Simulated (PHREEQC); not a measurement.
Synthetic water in mmol/kgw, 16 °C, pH 3.1, pe 11.1:

```json
[
 {"constituent": "Na", "mmol/kgw": "13.9"},
 {"constituent": "K", "mmol/kgw": "2.12"},
 {"constituent": "Ca", "mmol/kgw": "4.23"},
 {"constituent": "Mg", "mmol/kgw": "2.29"},
 {"constituent": "Cl", "mmol/kgw": "10.6"},
 {"constituent": "S(6)", "mmol/kgw": "10.2"},
 {"constituent": "Pb", "mmol/kgw": "0.373"},
 {"constituent": "Mn(2)", "mmol/kgw": "0.209"},
 {"constituent": "Zn", "mmol/kgw": "0.169"}
]
```

Na is adjusted to close the charge balance.
Valence states are taken as typed.

Equilibrium calculation in PHREEQC: ion-association model, phreeqc.dat.

Problem. The ionic strength comes out as 0.0396 mol/kgw. What activity coefficients do Cl-, Na+, KSO4-, Mg+2, K+ get?

Solution. Cl- 0.83, Na+ 0.84, KSO4- 0.84, Mg+2 0.52, K+ 0.83.

Precipitation was switched off in this run. The solution is supersaturated, for example in Anglesite, so a real one may precipitate; this is no full list.
